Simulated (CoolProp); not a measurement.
Vapour-liquid equilibrium of benzene (1) + toluene (2) at 0.213 MPa; x and y are mole fractions of (1).

Computed with CoolProp (multi-fluid Helmholtz-energy mixture model, Thol 2012 and Lemmon 2006; pair parameters Bell 2016).

### Question
Give the bubble temperature and the first vapour's composition at x = 0.05, 0.125, 0.275. Is there an azeotrope?

### Answer
x = 0.05: 136.8 °C, y = 0.097; x = 0.125: 133.5 °C, y = 0.228; x = 0.275: 127.6 °C, y = 0.444. No azeotrope shows between x = 0.05 and 0.95.

Pair parameters are fitted to limited data, so mixtures are less certain than the pure fluids.
